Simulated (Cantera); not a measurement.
A freely propagating, adiabatic, planar premixed flame of H₂ : O₂ : N₂ = 1 : 0.357 : 1.34 (molar parts), equivalence ratio 1.4, unburnt at 625 K and 4.93 atm; mixture-averaged transport, grid criteria slope 0.08 and curve 0.16, no radiation.

Model: the H2/O2 subset of GRI-Mech 3.0, which has no nitrogen chemistry, integrated in Cantera. The hydrogen kinetics of GRI-Mech 3.0 are dated; newer H2 mechanisms differ, most at raised pressure. Burning velocities carry a grid error of a few per cent, more on coarse grids.

Task: Predict: laminar burning velocity; thermal thickness; peak x(H); peak x(O); peak x(HO₂).

Result: 
```
Quantity                      Value
------------------------  ---------
laminar burning velocity   977 cm/s
thermal thickness         0.0576 mm
peak x(H)                    0.0571
peak x(O)                   0.00599
peak x(HO₂)                0.000890
```
